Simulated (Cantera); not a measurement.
A perfectly stirred reactor is fed with H2 : O2 : N2 = 1 : 0.312 : 1.17 (molar parts), at 1.01 bar; it is adiabatic with a 725 K inlet, and is followed from long to short residence time, starting on the burning branch (τ in s: 0.15, 0.053, 0.019, 0.0066, 0.0023, 0.00083, 0.00029, 0.0001, 3.7e-05, 1.3e-05, 4.6e-06).

Model: GRI-Mech 3.0 (53 species, 325 reactions), integrated in Cantera.

Problem. What does this change do: O2 0.312 to 0.19 parts?

Solution. 
```json
[
 {"quantity": "blow-out, bracketed by the residence times tried", "before": "burning at 13.0 µs, out at 4.60 µs", "after": "burning at 37.0 µs, out at 13.0 µs"},
 {"quantity": "x(H2) at τ = 0.150 s", "before": "0.169", "after": "0.284"},
 {"quantity": "x(O2) at τ = 0.150 s", "before": "9.98e-5", "after": "1.68e-5"},
 {"quantity": "x(H2O2) at τ = 0.150 s", "before": "1.97e-8", "after": "1.14e-9"},
 {"quantity": "x(NO) at τ = 0.150 s", "before": "0.000375", "after": "1.10e-6"},
 {"quantity": "x(OH) at τ = 0.150 s", "before": "0.00349", "after": "0.000151"},
 {"quantity": "x(H2) at τ = 0.830 ms", "before": "0.160", "after": "0.268"},
 {"quantity": "x(O2) at τ = 0.830 ms", "before": "0.00125", "after": "0.000400"},
 {"quantity": "x(H2O2) at τ = 0.830 ms", "before": "1.05e-7", "after": "5.17e-8"},
 {"quantity": "x(NO) at τ = 0.830 ms", "before": "9.16e-5", "after": "2.80e-6"},
 {"quantity": "x(OH) at τ = 0.830 ms", "before": "0.00924", "after": "0.00112"}
]
```
